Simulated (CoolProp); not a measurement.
Properties of propyne at several states.

Values from CoolProp's reference Helmholtz-energy equation of state, Polt 1992. This equation is an older, rougher fit.

```json
[
 {"T (K)": "421.5", "p (MPa)": "0.194", "phase": "gas", "cp (kJ/(kg K))": "[?]", "Joule-Thomson coefficient (K/MPa)": "[?]"},
 {"T (K)": "415.5", "p (MPa)": "0.163", "phase": "gas", "cp (kJ/(kg K))": "1.864", "Joule-Thomson coefficient (K/MPa)": "[?]"},
 {"T (K)": "402", "p (MPa)": "0.0219", "phase": "gas", "cp (kJ/(kg K))": "[?]", "Joule-Thomson coefficient (K/MPa)": "9.021"},
 {"T (K)": "287.1", "p (MPa)": "0.075", "phase": "gas", "cp (kJ/(kg K))": "[?]", "Joule-Thomson coefficient (K/MPa)": "26.78"}
]
```

Question: Some entries are withheld; supply them.

Answer: 
- 421.5, cp (kJ/(kg K)): 1.882
- 421.5, Joule-Thomson coefficient (K/MPa): 7.974
- 415.5, Joule-Thomson coefficient (K/MPa): 8.290
- 402, cp (kJ/(kg K)): 1.817
- 287.1, cp (kJ/(kg K)): 1.512
